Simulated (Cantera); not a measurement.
Charge: 1 mol TiO2, 1.4 mol MgCl2, 0.34 mol O2, at 1375 K and 5.33 Torr.

These are equilibrium values from Cantera (NASA tables, ideal gas, pure condensed phases), not measurements of a reactor. Candidate condensed phases: Mg, MgCl2, MgO, MgTiO3, MgTi2O5, Mg2TiO4, Ti, TiCl2, TiCl3, TiCl4, TiO, TiO2, Ti2O3, Ti3O5, Ti4O7; 20 gas species. Mutual solubility and eutectic melting of coexisting phases are not modelled. Condensed phases not in the tables: alloys, solid solutions and most ternary compounds. Equilibrium is a limit: real reactors are often held back by kinetics, nucleation or transport.

Base state: MgCl2 0.475, Cl2 0.353, Cl 0.165, O2 0.00483, TiCl4 0.00300, ClO 2.82e-5 (mole fractions); condensed: MgTiO3(s) + MgTi2O5(s).

What changes in the equilibrium state with this change: pressure from 5.33 Torr to 3450 Torr?


| species | before | after |
|---|---|---|
| Cl2 | 0.353 | 0.935 |
| O2 | 0.00483 | 0.0319 |
| MgCl2 | 0.475 | 0.0192 |
| Cl | 0.165 | 0.0105 |
| TiCl4 | 0.00300 | 0.00319 |
| ClO | 2.82e-5 | 0.000118 |
| MgTiO3(s), mol | 0.353 | 0.284 |
| MgTi2O5(s), mol | 0.321 | 0.357 |
| MgCl2(l), mol | 0 | 0.746 |
